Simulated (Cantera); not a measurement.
Adiabatic ignition

An adiabatic, constant-pressure homogeneous reactor starts with CH₄ : O₂ : N₂ = 0.79 : 1.54 : 14.9 (molar parts), equivalence ratio 1.0, at 1500 K and 4.93 atm.

Detailed kinetics in Cantera: GRI-Mech 3.0 (53 species, 325 reactions).

| t (s) | T (K) | x CH₄ | x O₂ | x H | x NO | x HCN | x H₂O₂ | x C₂H₂ |
|---|---|---|---|---|---|---|---|---|
| 1.00e-6 | 1500 | 0.0459 | 0.0894 | 6.89e-9 | <1e-12 | <1e-12 | 5.29e-10 | <1e-12 |
| 4.06e-6 | 1500 | 0.0458 | 0.0894 | 7.71e-9 | <1e-12 | <1e-12 | 5.14e-9 | <1e-12 |
| 1.65e-5 | 1500 | 0.0458 | 0.0894 | 1.18e-8 | <1e-12 | <1e-12 | 2.55e-8 | <1e-12 |
| 6.71e-5 | 1500 | 0.0458 | 0.0894 | 3.93e-8 | <1e-12 | <1e-12 | 5.49e-8 | 7.99e-11 |
| 0.000273 | 1502 | 0.0452 | 0.0890 | 2.12e-7 | 1.70e-12 | <1e-12 | 1.60e-7 | 5.10e-8 |
| 0.00111 | 2357 | <1e-12 | 0.00324 | 0.000624 | 0.000120 | 3.96e-11 | 7.40e-8 | <1e-12 |
| 0.00451 | 2380 | <1e-12 | 0.00201 | 0.000344 | 0.000461 | 6.03e-11 | 4.70e-8 | <1e-12 |
| 0.0183 | 2376 | <1e-12 | 0.00180 | 0.000345 | 0.00126 | 1.08e-10 | 4.40e-8 | <1e-12 |
| 0.0745 | 2374 | <1e-12 | 0.00169 | 0.000345 | 0.00170 | 1.38e-10 | 4.24e-8 | <1e-12 |
| 0.303 | 2374 | <1e-12 | 0.00169 | 0.000345 | 0.00171 | 1.38e-10 | 4.24e-8 | <1e-12 |
| 1.23 | 2374 | <1e-12 | 0.00169 | 0.000345 | 0.00171 | 1.38e-10 | 4.24e-8 | <1e-12 |
| 5.00 | 2374 | <1e-12 | 0.00169 | 0.000345 | 0.00171 | 1.38e-10 | 4.24e-8 | <1e-12 |
x: mole fraction; the columns are a selection and need not sum to one.

```yaml
time_of_steepest_temperature_rise: 0.852 ms
temperature at 5.00 s: 2374 K
equilibrium_temperature: 2374 K
x(CH₄) at 5.00 s: <1e-12 (gas-phase equilibrium <1e-12)
x(O₂) at 5.00 s: 0.00169 (gas-phase equilibrium 0.00169)
x(H) at 5.00 s: 0.000345 (gas-phase equilibrium 0.000345)
```
